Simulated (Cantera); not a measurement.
Input: 1 mol Cu2O, 160 mol H2, 0.35 mol N2, at 120000 Pa.

Cantera equilibrium calculation (NASA polynomials, part measured and part estimated; ideal gas, pure solids and liquids). Candidate condensed phases: Cu, CuO, Cu(OH)2, Cu2O, H2O; 27 gas species. Equilibrium is a limit: real reactors are often held back by kinetics, nucleation or transport.

x: gas mole fraction; n: condensed amount in mol.

```json
[
 {"T (K)": "1248", "x H2": "0.992", "x Cu": "3.67e-8", "x H2O": "0.00624", "x H": "4.25e-7", "x N2": "0.00218", "x Cu2": "1.78e-12", "x NH3": "8.52e-6", "n Cu(s)": "2.00", "n Cu(l)": "0"},
 {"T (K)": "1323", "x H2": "0.992", "x Cu": "?", "x H2O": "0.00624", "x H": "?", "x N2": "0.00218", "x Cu2": "?", "x NH3": "?", "n Cu(s)": "2.00", "n Cu(l)": "0"},
 {"T (K)": "1398", "x H2": "0.992", "x Cu": "1.08e-6", "x H2O": "0.00624", "x H": "4.30e-6", "x N2": "0.00218", "x Cu2": "2.08e-10", "x NH3": "4.76e-6", "n Cu(s)": "0", "n Cu(l)": "2.00"},
 {"T (K)": "1473", "x H2": "0.992", "x Cu": "4.31e-6", "x H2O": "0.00624", "x H": "1.15e-5", "x N2": "0.00218", "x Cu2": "1.41e-9", "x NH3": "3.72e-6", "n Cu(s)": "0", "n Cu(l)": "2.00"},
 {"T (K)": "1548", "x H2": "0.992", "x Cu": "1.50e-5", "x H2O": "0.00624", "x H": "2.80e-5", "x N2": "0.00218", "x Cu2": "7.93e-9", "x NH3": "2.98e-6", "n Cu(s)": "0", "n Cu(l)": "2.00"},
 {"T (K)": "1623", "x H2": "0.991", "x Cu": "4.63e-5", "x H2O": "0.00624", "x H": "6.28e-5", "x N2": "0.00218", "x Cu2": "3.76e-8", "x NH3": "2.43e-6", "n Cu(s)": "0", "n Cu(l)": "1.99"},
 {"T (K)": "1698", "x H2": "0.991", "x Cu": "0.000129", "x H2O": "0.00624", "x H": "0.000131", "x N2": "0.00218", "x Cu2": "1.54e-7", "x NH3": "2.02e-6", "n Cu(s)": "0", "n Cu(l)": "1.98"},
 {"T (K)": "1773", "x H2": "0.991", "x Cu": "0.000329", "x H2O": "0.00623", "x H": "0.000259", "x N2": "0.00218", "x Cu2": "5.60e-7", "x NH3": "1.71e-6", "n Cu(s)": "0", "n Cu(l)": "1.95"},
 {"T (K)": "1848", "x H2": "0.990", "x Cu": "0.000774", "x H2O": "0.00623", "x H": "0.000482", "x N2": "0.00218", "x Cu2": "1.82e-6", "x NH3": "1.46e-6", "n Cu(s)": "0", "n Cu(l)": "1.88"},
 {"T (K)": "1923", "x H2": "0.989", "x Cu": "0.00170", "x H2O": "0.00622", "x H": "0.000855", "x N2": "0.00218", "x Cu2": "5.35e-6", "x NH3": "1.27e-6", "n Cu(s)": "0", "n Cu(l)": "1.72"},
 {"T (K)": "1998", "x H2": "0.987", "x Cu": "0.00352", "x H2O": "0.00621", "x H": "0.00145", "x N2": "0.00217", "x Cu2": "1.45e-5", "x NH3": "1.11e-6", "n Cu(s)": "0", "n Cu(l)": "1.43"},
 {"T (K)": "2073", "x H2": "0.982", "x Cu": "0.00690", "x H2O": "0.00618", "x H": "0.00238", "x N2": "0.00216", "x Cu2": "3.62e-5", "x NH3": "9.71e-7", "n Cu(s)": "0", "n Cu(l)": "0.873"},
 {"T (K)": "2148", "x H2": "0.976", "x Cu": "0.0121", "x H2O": "0.00615", "x H": "?", "x N2": "0.00215", "x Cu2": "?", "x NH3": "?", "n Cu(s)": "0", "n Cu(l)": "0"},
 {"T (K)": "2223", "x H2": "0.974", "x Cu": "0.0122", "x H2O": "0.00614", "x H": "0.00577", "x N2": "0.00215", "x Cu2": "5.23e-5", "x NH3": "7.69e-7", "n Cu(s)": "0", "n Cu(l)": "0"}
]
```

Q: Complete the blanks.

A: 
- 1323, x Cu: 2.24e-7
- 1323, x H: 1.44e-6
- 1323, x Cu2: 2.29e-11
- 1323, x NH3: 6.27e-6
- 2148, x H: 0.00376
- 2148, x Cu2: 7.54e-5
- 2148, x NH3: 8.57e-7
